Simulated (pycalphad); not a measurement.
All values are pycalphad results on the COST 507 light-alloy database (1999) (1 atm), not direct measurements. The database dates from 1999; later assessments differ in places, in temperatures and in the compounds included. Amounts are mole fractions of atoms. Kinetics are ignored, which matters at the lower temperatures.

Give the equilibrium state of Si-8.635C (wt.%) at 2560 K.

LIQUID, fraction 0.660, with 0.70 C wt.%; CSI, fraction 0.340, with 30.0 C wt.%.

Give the equilibrium state of Si-8.635C (wt.%) at 560 K.

DIAMOND_A4, fraction 0.638, with <0.01 C wt.%; CSI, fraction 0.362, with 30.0 C wt.%.

Database names, with the compositions (at.%) that they take in these runs: CSI: Si 50 C 50. DIAMOND_A4 is diamond (Si).
